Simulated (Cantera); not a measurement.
**Carbothermic reduction: SiO2 + C + CO**

Input: 1 mol SiO2, 2.5 mol C, 1.5 mol CO, at 4950 Torr.

Equilibrium computed with Cantera from the NASA thermochemical tables; the gas is ideal and each condensed phase is pure. Candidate condensed phases: C, Si, SiC, SiO2; 20 gas species. Mutual solubility and eutectic melting of coexisting phases are not modelled. The tables hold silica as quartz up to 1696 K and as liquid above; real silica turns to tridymite and cristobalite and melts near 1996 K. The numbers say what is thermodynamically allowed, not how fast it happens.

```csv
T (°C),x CO,x CO2,x SiO,x Si,x Si2C,x SiC2,x Si2,x SiO2,n C(graphite),n SiO2(β-quartz),n SiO2(condensed),n SiC(s),n SiO2(l)
577,0.0804,0.920,<1e-12,<1e-12,<1e-12,<1e-12,<1e-12,<1e-12,3.22,1.00,0,0,0
727,0.400,0.600,<1e-12,<1e-12,<1e-12,<1e-12,<1e-12,<1e-12,3.06,1.00,0,0,0
877,0.823,0.177,<1e-12,<1e-12,<1e-12,<1e-12,<1e-12,<1e-12,2.73,1.00,0,0,0
1027,0.968,0.0320,5.47e-12,<1e-12,<1e-12,<1e-12,<1e-12,<1e-12,2.55,1.00,0,0,0
1177,0.993,0.00683,3.55e-9,<1e-12,<1e-12,<1e-12,<1e-12,<1e-12,2.51,1.00,0,0,0
1327,0.998,0.00191,6.75e-7,<1e-12,<1e-12,<1e-12,<1e-12,6.25e-12,2.50,1.000,0,0,0
1477,0.999,0.000670,5.01e-5,4.53e-11,<1e-12,<1e-12,<1e-12,2.73e-10,2.50,0,1.000,0,0
1627,0.998,0.000279,0.00179,1.74e-8,7.49e-11,4.40e-10,1.28e-12,6.28e-9,2.50,0,0.997,0,0
1777,0.976,0.000197,0.0243,1.19e-6,4.00e-8,2.58e-8,1.41e-9,8.97e-8,0,0,0,0.807,0.113
1927,0.928,0.000143,0.0714,1.40e-5,8.19e-7,2.47e-7,5.59e-8,2.78e-7,0,0,0,0.750,0
2077,0.928,7.28e-5,0.0714,7.30e-5,6.91e-6,2.87e-6,5.16e-7,1.87e-7,0,0,0,0.750,0
2227,0.928,4.04e-5,0.0712,0.000312,4.47e-5,2.47e-5,3.62e-6,1.33e-7,0,0,0,0.749,0
```
x: gas mole fraction; n: condensed amount in mol.

From 577 °C to 1327 °C the condensed part is C(graphite) + SiO2(β-quartz). From 1477 °C to 1627 °C the condensed part is C(graphite) + SiO2(condensed). At 1777 °C the condensed part is SiC(s) + SiO2(l). From 1927 °C to 2227 °C the condensed part is SiC(s).
